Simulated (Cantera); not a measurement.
**Low-pressure radical oxidation in H2/O2**

An isothermal, constant-pressure homogeneous reactor starts with H₂ : O₂ : N₂ = 0.11 : 1 : 1.1 (molar parts), at 1400 K and 0.00640 bar.

Model: GRI-Mech 3.0 (53 species, 325 reactions), integrated in Cantera. Radical loss at walls, strong at low pressure, is not modelled. The temperature is held fixed by assumption; the heat of reaction is taken as removed at once.

```csv
t (s),x H₂,x O₂,x HO₂,x H,x H₂O₂,x N₂O,x NO₂
9.00e-6,0.0498,0.452,2.28e-9,2.17e-9,<1e-12,<1e-12,<1e-12
6.84e-5,0.0498,0.452,1.73e-8,1.34e-8,5.16e-12,<1e-12,<1e-12
0.000520,0.0498,0.452,1.31e-7,2.03e-7,2.78e-10,<1e-12,<1e-12
0.00395,0.00368,0.417,6.57e-7,0.0109,3.18e-8,4.80e-10,<1e-12
0.0300,0.00141,0.415,6.10e-7,0.00880,2.15e-8,2.74e-9,2.07e-12
0.228,0.000986,0.423,5.67e-7,0.00483,2.06e-8,3.23e-9,1.43e-11
1.73,0.000140,0.436,2.49e-7,0.000236,1.02e-8,6.24e-9,8.08e-11
13.2,4.55e-6,0.438,2.80e-8,1.35e-6,1.38e-9,8.86e-9,3.96e-10
100,4.74e-7,0.438,3.08e-8,4.57e-8,3.14e-10,3.59e-9,1.93e-9
```
x: mole fraction; the columns are a selection and need not sum to one.

Equilibrium at this temperature and pressure: H₂ 4.38e-7, O₂ 0.438, HO₂ 3.17e-8, H 4.05e-8, H₂O₂ 3.02e-10, N₂O 3.46e-9, NO₂ 7.24e-7 (gas phase only).
